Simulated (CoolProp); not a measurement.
Vapour-liquid equilibrium of CH2F2 (R32) (1) + R123 (2) at 3.25 bar; x and y are mole fractions of (1).

Computed with CoolProp (multi-fluid Helmholtz-energy mixture model, Tillner-Roth 1997 and Younglove 1994; pair parameters Bell 2016).

**Question.** Give the bubble temperature and the first vapour's composition at x = 0.05, 0.25, 0.65. Is there an azeotrope?

**Answer.** x = 0.05: 318.9 K, y = 0.428; x = 0.25: 278.1 K, y = 0.891; x = 0.65: 256.3 K, y = 0.976. No azeotrope shows between x = 0.05 and 0.95.

Pair parameters are fitted to limited data, so mixtures are less certain than the pure fluids.
